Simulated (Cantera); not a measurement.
Feed: 1 mol SiCl4, 0.025 mol C2H2, 1400 mol H2, at 90.0 Torr.

Method: chemical equilibrium by Gibbs-energy minimisation in Cantera with the NASA 1993 tables (ideal gas, pure condensed phases). Candidate condensed phases: C, C6H6, C7H8, C8H18, Si, SiC; 109 gas species. Mutual solubility and eutectic melting of coexisting phases are not modelled. Gases not in the tables: Si2H6 and higher silanes. The numbers say what is thermodynamically allowed, not how fast it happens.

x: gas mole fraction; n: condensed amount in mol.

```
T (K)   x H2    x HCl       x H   x SiH2  x SiCl2      x Si     x SiH  n Si(s)  n SiC(s)  n Si(l)
-----  -----  -------  --------  -------  -------  --------  --------  -------  --------  -------
1098   0.997  0.00277   7.13e-8  1.25e-9  1.57e-5    <1e-12  1.91e-12    0.908    0.0448        0
1198   0.997  0.00281   5.48e-7  1.14e-8  1.86e-5  1.07e-11  5.64e-11    0.923    0.0455        0
1298   0.997  0.00281       [?]      [?]      [?]       [?]       [?]    0.922    0.0461        0
1398   0.997  0.00281   1.36e-5  3.65e-7  2.32e-5   6.49e-9   1.13e-8    0.919    0.0465        0
1498   0.997  0.00280   4.95e-5  1.46e-6  2.52e-5   8.36e-8   9.36e-8    0.915    0.0469        0
1598   0.997  0.00280  0.000153  4.88e-6  2.70e-5   7.79e-7   5.92e-7    0.905    0.0471        0
1698   0.997  0.00279       [?]      [?]  2.81e-5       [?]       [?]        0    0.0472    0.880
1798   0.996  0.00280   0.00101  2.94e-5  2.44e-5   2.57e-5   1.02e-5        0    0.0462    0.823
```

### Question
Fill in the missing entries.

### Answer

- 1698, x H: 0.000417
- 1698, x SiH2: 1.39e-5
- 1698, x Si: 5.47e-6
- 1698, x SiH: 2.95e-6
- 1298, x H: 3.09e-6
- 1298, x SiH2: 7.37e-8
- 1298, x SiCl2: 2.10e-5
- 1298, x Si: 3.39e-10
- 1298, x SiH: 9.83e-10
